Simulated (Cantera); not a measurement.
Mixture: CH4 : O2 : N2 = 1 : 2.78 : 10.4 (molar parts), equivalence ratio 0.72, at 750 Torr, adiabatic and at constant pressure. Ignition delay is the time to a rise of 400 K.

Computed with Cantera and GRI-Mech 3.0 (53 species, 325 reactions).

**Question.** At T0 = 1650 K, what is the delay, and which 7 reactions control it most (d ln τ / d ln k, from doubling and halving each rate constant)?

**Answer.** The delay is 0.292 ms.
| reaction | d ln τ / d ln k | faster rate |
|---|---|---|
| CH3 + O2 <=> CH3O + O | -0.38 | shortens it |
| H + O2 <=> O + OH | -0.33 | shortens it |
| CH4 + H <=> CH3 + H2 | 0.23 | lengthens it |
| 2 CH3 (+M) <=> C2H6 (+M) | 0.15 | lengthens it |
| CH3 + HO2 <=> CH3O + OH | -0.14 | shortens it |
| 2 CH3 <=> C2H5 + H | -0.12 | shortens it |
| CH3 + H (+M) <=> CH4 (+M) | -0.11 | shortens it |
